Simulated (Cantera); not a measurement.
A freely propagating, adiabatic, planar premixed flame of CH4 : C2H6 : C3H8 : O2 : N2 : H2O = 1 : 0.52 : 0.067 : 3.78 : 16.6 : 0.085 (molar parts), unburnt at 423 K and 9.47 atm; mixture-averaged transport, grid criteria slope 0.08 and curve 0.16, no radiation.

Computed with Cantera and GRI-Mech 3.0 (53 species, 325 reactions). Burning velocities carry a grid error of a few per cent, more on coarse grids.

x: mole fraction of selected species; z is measured from the peak of heat release.

| z (mm) | T (K) | u (m/s) | x CH4 | x C2H6 | x C3H8 | x O | x N2O | x NO2 |
|---|---|---|---|---|---|---|---|---|
| -0.268 | 424 | 0.238 | 0.0453 | 0.0236 | 0.00304 | <1e-8 | <1e-8 | <1e-8 |
| -0.179 | 429 | 0.242 | 0.0450 | 0.0235 | 0.00303 | <1e-8 | <1e-8 | 3.33e-8 |
| -0.134 | 451 | 0.255 | 0.0442 | 0.0233 | 0.00302 | <1e-8 | <1e-8 | 1.85e-7 |
| -0.0894 | ___ | 0.327 | 0.0405 | 0.0221 | 0.00293 | <1e-8 | <1e-8 | 1.32e-6 |
| -0.0447 | ___ | 0.609 | 0.0269 | 0.0140 | 0.00200 | 1.64e-7 | 7.29e-8 | 4.28e-6 |
| -0.0223 | ___ | 0.856 | 0.0149 | 0.00481 | 0.000635 | 1.38e-5 | 1.55e-7 | 1.45e-6 |
| 0 | ___ | 1.09 | 0.00357 | 0.000156 | 6.02e-6 | 0.000161 | 2.51e-7 | 7.73e-8 |
| 0.0223 | 2009 | 1.18 | 0.000215 | 2.47e-7 | <1e-8 | 0.000413 | 2.91e-7 | 2.72e-8 |
| 0.0447 | 2067 | 1.21 | 7.85e-6 | <1e-8 | <1e-8 | 0.000400 | 2.77e-7 | 2.48e-8 |
| 0.0894 | 2116 | 1.23 | 3.12e-8 | <1e-8 | <1e-8 | 0.000208 | 2.03e-7 | 1.88e-8 |
| 0.179 | 2148 | 1.25 | <1e-8 | <1e-8 | <1e-8 | 7.13e-5 | 1.16e-7 | 1.17e-8 |
| 0.357 | 2164 | 1.26 | <1e-8 | <1e-8 | <1e-8 | 1.95e-5 | 5.54e-8 | <1e-8 |
| 0.715 | 2169 | 1.26 | <1e-8 | <1e-8 | <1e-8 | 6.34e-6 | 2.77e-8 | <1e-8 |

Question: Some entries are withheld; supply them.

Answer: 
- -0.0894, T (K): 574
- -0.0447, T (K): 1050
- -0.0223, T (K): 1461
- 0, T (K): 1842
